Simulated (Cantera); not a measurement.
Input: 1 mol C2H5OH, 0.039 mol NH3, 1.8 mol H2, equilibrated at 2500 Pa.

Equilibrium computed with Cantera from the NASA thermochemical tables; the gas is ideal and each condensed phase is pure. Candidate condensed phases: C, C6H6, C7H8, C8H18, H2O; 136 gas species. Rates play no part. All values below are at 875 K.

Base state: H2 0.821, CO 0.150, H2O 0.0125, CH4 0.00735, CO2 0.00604, N2 0.00340 (mole fractions); condensed: C(graphite).

**Question.** What changes in the equilibrium state with this change: NH3 from 0.039 to 0.19 mol?

**Answer.** 
```tsv
species	before	after
H2	0.821	0.817
CO	0.150	0.143
N2	0.00340	0.0157
H2O	0.0125	0.0119
CO2	0.00604	0.00549
CH4	0.00735	0.00728
C(graphite), mol	1.06	1.06
```

**Question.** What changes in the equilibrium state with this change: pressure from 2500 Pa to 1300 Pa?

**Answer.** 
| species | before | after |
|---|---|---|
| H2 | 0.821 | 0.824 |
| CO | 0.150 | 0.159 |
| H2O | 0.0125 | 0.00692 |
| CH4 | 0.00735 | 0.00385 |
| CO2 | 0.00604 | 0.00352 |
| N2 | 0.00340 | 0.00336 |
| C(graphite), mol | 1.06 | 1.04 |
